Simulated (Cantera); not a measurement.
Input: 1 mol Si3N4, 0.13 mol H2O, 440 mol H2, held at 10.0 mbar.

Cantera equilibrium calculation (NASA polynomials, part measured and part estimated; ideal gas, pure solids and liquids). Candidate condensed phases: H2O, Si, SiO2, Si2N2O, Si3N4; 35 gas species. Mutual solubility and eutectic melting of coexisting phases are not modelled. Kinetics and transport are ignored.

### Question
Which condensed phases are stable at each of these points (T (K)): 1100, 1150, 1200, 1250, 1300, 1350, 1400, 1450, 1500?

### Answer
```csv
T (K),condensed phases,Si condensed (%)
1100,Si2N2O(s) + Si3N4(s),100.0
1150,Si2N2O(s) + Si3N4(s),100.0
1200,Si2N2O(s) + Si3N4(s),100.0
1250,Si2N2O(s) + Si3N4(s),100.0
1300,Si2N2O(s) + Si3N4(s),100.0
1350,Si(s) + Si2N2O(s) + Si3N4(s),100.0
1400,Si(s) + Si2N2O(s) + Si3N4(s),99.9
1450,Si(s) + Si2N2O(s) + Si3N4(s),99.6
1500,Si(s) + Si2N2O(s),98.6
```

From 1100 K to 1300 K the condensed part is Si2N2O(s) + Si3N4(s). From 1350 K to 1450 K the condensed part is Si(s) + Si2N2O(s) + Si3N4(s). At 1500 K the condensed part is Si(s) + Si2N2O(s).
